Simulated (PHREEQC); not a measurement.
0.058 g of hydrous ferric oxide (600 m²/g; 0.2 weak and 0.005 strong sites per Fe, Dzombak-Morel constants, diffuse double layer) in 1 kg of water with 0.001 mol/kgw of an inert sodium salt and 0.0011 mmol/kgw CaCl2, at 25 °C; the pH is set by adding NaOH or the inert anion's acid. Oxygen is held at 0.21 atm. CO2 from the air is kept out. Precipitation was switched off in this run.

Base run: PHREEQC, ion-association model, wateq4f.dat. Each further column changes one thing. The table gives surface charge σ (C/m²).

| pH | base | background salt from 0.001 to 0.0001 mol/kgw | oxide from 0.058 to 0.29 g/kgw |
|---|---|---|---|
| 3 | 0.253 | … | 0.257 |
| 4 | 0.118 | … | 0.120 |
| 5 | 0.050 | … | 0.051 |
| 6 | 0.019 | … | 0.019 |
| 7 | 0.006 | … | 0.006 |
| 8 | 0.000 | 0.000 | 0.000 |
| 9 | -0.004 | … | -0.004 |
| 10 | -0.015 | … | -0.015 |
| 11 | -0.053 | -0.042 | -0.054 |

### Question
Fill in the missing entries.

### Answer

- 3, background salt from 0.001 to 0.0001 mol/kgw: 0.224
- 4, background salt from 0.001 to 0.0001 mol/kgw: 0.067
- 5, background salt from 0.001 to 0.0001 mol/kgw: 0.020
- 6, background salt from 0.001 to 0.0001 mol/kgw: 0.007
- 7, background salt from 0.001 to 0.0001 mol/kgw: 0.002
- 9, background salt from 0.001 to 0.0001 mol/kgw: -0.001
- 10, background salt from 0.001 to 0.0001 mol/kgw: -0.007

The oxide is taken as insoluble; below pH 4 it would dissolve.
